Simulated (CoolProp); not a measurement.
A single-stage vapour-compression cycle with R125: evaporating at 243.15 K (dew point), condensing at 285.15 K (bubble point), superheat 0 K, subcooling 5 K, compressor efficiency 0.6, no pressure losses. Each further row changes one setting.

The numbers come from the reference Helmholtz-energy equation of state, Lemmon 2005 in CoolProp.

```tsv
case	cooling COP	pressure ratio	discharge temperature (K)	refrigerating effect (kJ/kg)	volumetric capacity (kJ/m³)
as stated	2.83	4.22	303.8	109	1590
evaporating temperature 248.15 K	___	3.46	301.0	111	___
condensing temperature 280.15 K	3.34	3.65	___	115	1680
subcooling 10 K	___	4.22	303.8	115	1680
superheat 10 K	2.86	4.22	314.5	116	1620
compressor efficiency 0.5	___	4.22	312.2	109	1590
```

### Question
Fill in the missing entries.

### Answer

- evaporating temperature 248.15 K, cooling COP: 3.37
- evaporating temperature 248.15 K, volumetric capacity (kJ/m³): 1980
- condensing temperature 280.15 K, discharge temperature (K): 297.4
- subcooling 10 K, cooling COP: 3.00
- compressor efficiency 0.5, cooling COP: 2.36
